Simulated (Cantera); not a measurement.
A Cantera script and its output.

```python
import numpy as np
import cantera as ct

gas = ct.Solution("gri30.yaml")
gas.TPX = 1625, 2666, {'CH4': 0.017, 'H2': 1}
inlet = ct.Reservoir(gas, clone=True)

reactor = ct.IdealGasConstPressureReactor(gas, energy="off", clone=False)
exhaust = ct.Reservoir(gas, clone=True)
tau = [13, 6.2, 2.9, 1.4, 0.65, 0.31, 0.15, 0.069, 0.033, 0.015, 0.0073][0]
for a, b in ((inlet, reactor), (reactor, exhaust)):
    ct.MassFlowController(a, b, mdot=lambda t: reactor.mass / tau)
net = ct.ReactorNet([reactor])
show = ['CH4', 'H2', 'C2H2', 'H', 'C2H', 'CH3']

rows = []
print(f"{'tau/s':>10s}{'T/K':>9s}" + "".join(f"{s:>11s}" for s in show))
for tau in [13, 6.2, 2.9, 1.4, 0.65, 0.31, 0.15, 0.069, 0.033, 0.015, 0.0073]:
    net.initial_time = 0.0
    net.advance(30 * tau)
    before = gas.X
    net.advance(40 * tau)
    drift = np.max(np.abs(gas.X - before) / (gas.X + 1e-9))
    rows.append([gas.T, *gas[show].X, drift])
    print(f"{tau:10.3e}{gas.T:9.1f}" + "".join(f"{x:11.3e}" for x in gas[show].X))
```

Output:

```
     tau/s      T/K        CH4         H2       C2H2          H        C2H        CH3
 1.300e+01   1625.0  6.990e-03  9.878e-01  4.738e-03  4.108e-04  7.556e-09  5.899e-05
 6.200e+00   1625.0  9.091e-03  9.867e-01  3.697e-03  4.032e-04  5.793e-09  7.538e-05
 2.900e+00   1625.0  1.135e-02  9.856e-01  2.578e-03  3.938e-04  3.951e-09  9.204e-05
 1.400e+00   1625.0  1.330e-02  9.846e-01  1.613e-03  3.826e-04  2.403e-09  1.049e-04
 6.500e-01   1625.0  1.485e-02  9.838e-01  8.472e-04  3.654e-04  1.207e-09  1.119e-04
 3.100e-01   1625.0  1.580e-02  9.834e-01  3.836e-04  3.372e-04  5.045e-10  1.099e-04
 1.500e-01   1625.0  1.631e-02  9.832e-01  1.395e-04  2.889e-04  1.572e-10  9.728e-05
 6.900e-02   1625.0  1.657e-02  9.831e-01  3.019e-05  2.082e-04  2.453e-11  7.125e-05
 3.300e-02   1625.0  1.666e-02  9.832e-01  3.626e-06  1.234e-04  1.745e-12  4.247e-05
 1.500e-02   1625.0  1.669e-02  9.832e-01  1.888e-07  6.020e-05  4.433e-14  2.078e-05
 7.300e-03   1625.0  1.671e-02  9.833e-01  9.446e-09  2.973e-05  1.095e-15  1.029e-05
```

Cantera simulation using GRI-Mech 3.0 (53 species, 325 reactions); the numbers are that mechanism's predictions, not measurements. GRI-Mech 3.0 stops at C3 and has no aromatics, soot or wall deposition, so with more carbon than oxygen in the feed, carbon stays in small species such as C2H2 where larger ones or solid carbon would form. Radical loss at walls, strong at low pressure, is not modelled.
